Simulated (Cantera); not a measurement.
Feed: 1 mol V, 0.088 mol O₂, 48 mol H₂, equilibrated at 1.58 Torr.

Cantera equilibrium calculation (NASA polynomials, part measured and part estimated; ideal gas, pure solids and liquids). Candidate condensed phases: H₂O, V, VO, V₂O₃, V₂O₄, V₂O₅; 12 gas species. Mutual solubility and eutectic melting of coexisting phases are not modelled. VO: taken at fixed stoichiometry. Condensed phases not in the tables: N, O or C dissolved in the metal. Kinetics and transport are ignored.

x: gas mole fraction; n: condensed amount in mol.

| T (K) | x H₂ | x H | x V | x VO | x H₂O | n V(s) | n VO(s) |
|---|---|---|---|---|---|---|---|
| 1273 | 1.000 | 1.56e-5 | 2.85e-11 | 1.20e-11 | 1.14e-6 | 0.824 | 0.176 |
| 1473 | 1.000 | 0.000276 | 2.00e-8 | 1.16e-8 | 1.00e-5 | 0.824 | 0.176 |
| 1673 | 0.997 | 0.00248 | 2.87e-6 | 2.03e-6 | 5.05e-5 | 0.826 | 0.173 |
| 1873 | 0.986 | (withheld) | (withheld) | (withheld) | (withheld) | 0.826 | 0.161 |
| 2073 | 0.938 | 0.0556 | 0.00318 | 0.00266 | 0.000429 | 0.699 | 0 |
| 2273 | 0.816 | 0.166 | 0.0157 | 0.00297 | 0.000179 | 0 | 0 |
| 2473 | (withheld) | (withheld) | (withheld) | (withheld) | (withheld) | 0 | 0 |
| 2673 | 0.337 | 0.649 | 0.0118 | 0.00189 | 0.000204 | 0 | 0 |

### Question
Complete the blanks.

### Answer

- 1873, x H: 0.0140
- 1873, x V: 0.000140
- 1873, x VO: 0.000112
- 1873, x H₂O: 0.000173
- 2473, x H₂: 0.605
- 2473, x H: 0.378
- 2473, x V: 0.0140
- 2473, x VO: 0.00250
- 2473, x H₂O: 0.000237
